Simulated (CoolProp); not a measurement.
Vapour-liquid equilibrium of benzene (1) + dimethyl carbonate (2) at 45.85 °C; x and y are mole fractions of (1).

Model: multi-fluid Helmholtz-energy mixture model, Thol 2012 and Zhou 2011; pair parameters Bell 2016, in CoolProp.

| x | bubble pressure (MPa) | y at the bubble point | dew pressure at overall composition x (MPa) | liquid density (mol/L) |
|---|---|---|---|---|
| 0.05 | 0.02070 | 0.105 | 0.02004 | 11.45 |
| 0.125 | 0.02234 | 0.232 | 0.02095 | 11.40 |
| 0.2 | … | … | 0.02191 | 11.34 |
| 0.275 | 0.02498 | 0.417 | 0.02293 | 11.29 |
| 0.35 | 0.02605 | 0.490 | 0.02400 | 11.24 |
| 0.425 | 0.02699 | 0.554 | 0.02510 | 11.19 |
| 0.5 | 0.02781 | 0.613 | 0.02620 | 11.15 |
| 0.575 | 0.02852 | 0.669 | 0.02729 | 11.10 |
| 0.65 | 0.02915 | 0.723 | 0.02829 | 11.06 |
| 0.725 | … | 0.777 | 0.02917 | 11.02 |
| 0.8 | 0.03013 | 0.832 | 0.02988 | 10.98 |
| 0.875 | 0.03049 | 0.891 | 0.03040 | 10.95 |
| 0.95 | 0.03074 | 0.954 | 0.03073 | 10.92 |

### Question
Some entries are withheld; supply them.

### Answer

- 0.2, bubble pressure (MPa): 0.02375
- 0.2, y at the bubble point: 0.333
- 0.725, bubble pressure (MPa): 0.02968

No azeotrope shows between x = 0.05 and 0.95.

The pair parameters rest on a limited set of measurements; away from them the model extrapolates.
